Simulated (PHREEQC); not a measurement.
0.96 g of hydrous ferric oxide (600 m²/g; 0.2 weak and 0.005 strong sites per Fe, Dzombak-Morel constants, diffuse double layer) in 1 kg of water with 0.001 mol/kgw of an inert sodium salt and 0.0021 mol Na2SeO3, at 25 °C; the pH is set by adding NaOH or the inert anion's acid. No oxygen is let in. The system is closed to CO2. Precipitation was switched off in this run.

The series has 17 steps of pH, from 4 to 10.

Model: ion-association model, wateq4f.dat, run in PHREEQC.

Task: At which pH does the surface charge pass through zero?

Result: Near pH 6.1.

The database's selenite sorption wasn't checked against measurements; a fall in acid may be a fault of its surface constants.
